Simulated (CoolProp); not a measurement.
Saturation properties of ethane.

Values from CoolProp's reference Helmholtz-energy equation of state, Bücker 2006.

| T (K) | p (kPa) | liquid density (kg/m³) | vapour density (kg/m³) | surface tension (mN/m) | vapour viscosity (µPa s) |
|---|---|---|---|---|---|
| 143.3 | 5.263 | 592.8 | 0.1333 | 22.9 | 4.60 |
| 147 | 7.407 | 588.6 | 0.1831 | 22.3 | 4.71 |
| 150.7 | 10.23 | 584.4 | 0.2470 | 21.7 | 4.82 |
| 154.4 | 13.89 | 580.1 | 0.3278 | 21.1 | 4.94 |
| 158.1 | 18.56 | 575.8 | 0.4285 | 20.4 | 5.05 |
| 161.9 | 24.60 | 571.3 | 0.5561 | 19.8 | 5.17 |
| 165.6 | 31.93 | 566.9 | 0.7074 | 19.2 | 5.28 |
| 169.3 | 40.91 | 562.5 | 0.8892 | 18.6 | 5.40 |

It boils at 184.6 K under 1 atm.

Viscosity comes from a separate model (Friend 1991). Surface tension comes from a separate correlation (Mulero 2012).
